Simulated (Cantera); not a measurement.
## SiH₂Cl₂ + H₂ (silicon epitaxy and polysilicon growth)

Input: 1 mol SiH₂Cl₂, 3.4 mol H₂, held at 1223.15 K and 10.0 Torr.

Method: chemical equilibrium by Gibbs-energy minimisation in Cantera with the NASA 1993 tables (ideal gas, pure condensed phases). Candidate condensed phases: Si; 19 gas species. The tables' values for SiCl₃ are old estimates; treat these amounts as uncertain. The numbers say what is thermodynamically allowed, not how fast it happens.

```yaml
x(H₂): 0.794
x(HCl): 0.113
x(SiCl₂): 0.0391
x(SiCl₄): 0.0339
x(SiCl₃): 0.0129
x(SiHCl₃): 0.00737
x(SiH₂Cl₂): 0.000213
x(H): 2.33e-6
x(SiH₃Cl): 1.70e-6
n(Si(s)): 0.518 mol
gas_amount: 5.153 mol
```
